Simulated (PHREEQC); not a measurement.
Dissolve 0.0032 mol/kgw CaCl2, 6.9e-06 mol/kgw CO2 and 0.00069 mol/kgw KCl at 25 °C. Closed to the air; pH follows from the charge balance.

Computed with PHREEQC (ion-association model, wateq4f.dat).

Problem. The ionic strength comes out as 0.0103 mol/kgw. What activity coefficients do K+, H+, Ca+2, HCO3-, Cl- get?

Solution. K+ 0.90, H+ 0.91, Ca+2 0.67, HCO3- 0.90, Cl- 0.90.

This is a speciation only: nothing precipitates in the calculation.
